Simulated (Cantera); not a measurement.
Feed: 1 mol CaF2, 49 mol H2, 100 mol N2, at 2.10 Pa.

Cantera equilibrium calculation (NASA polynomials, part measured and part estimated; ideal gas, pure solids and liquids). Candidate condensed phases: Ca, CaF2; 25 gas species. Equilibrium is a limit: real reactors are often held back by kinetics, nucleation or transport.

x: gas mole fraction; nothing condenses.

| T (K) | x N2 | x H | x H2 | x HF | x Ca | x CaF2 | x CaF |
|---|---|---|---|---|---|---|---|
| 1650 | 0.661 | 0.0111 | 0.314 | 0.00733 | [?] | 0.00227 | 0.00134 |
| 1700 | 0.658 | 0.0179 | 0.309 | 0.00861 | [?] | 0.00161 | 0.00132 |
| 1750 | 0.654 | 0.0279 | 0.302 | 0.00972 | [?] | 0.00107 | 0.00123 |
| 1800 | 0.649 | 0.0422 | 0.292 | 0.0106 | 0.00474 | 0.000667 | 0.00109 |
| 1850 | 0.642 | 0.0620 | 0.278 | 0.0111 | 0.00510 | 0.000400 | 0.000919 |
| 1900 | 0.633 | 0.0884 | 0.260 | 0.0114 | 0.00534 | 0.000235 | 0.000756 |
| 1950 | 0.622 | 0.122 | 0.238 | 0.0115 | 0.00547 | 0.000138 | 0.000615 |
| 2000 | 0.609 | 0.163 | 0.211 | 0.0115 | 0.00550 | 8.29e-5 | 0.000499 |
| 2050 | 0.593 | 0.210 | 0.180 | 0.0113 | 0.00547 | 5.16e-5 | 0.000409 |
| 2100 | 0.576 | 0.260 | 0.147 | 0.0111 | 0.00539 | 3.38e-5 | 0.000342 |
| 2150 | 0.560 | 0.310 | 0.114 | 0.0108 | 0.00528 | 2.36e-5 | 0.000294 |
| 2200 | 0.545 | 0.356 | 0.0837 | 0.0106 | 0.00517 | 1.77e-5 | 0.000261 |

Task: Fill in the missing entries.

Result: 
- 1650, x Ca: 0.00300
- 1700, x Ca: 0.00365
- 1750, x Ca: 0.00424
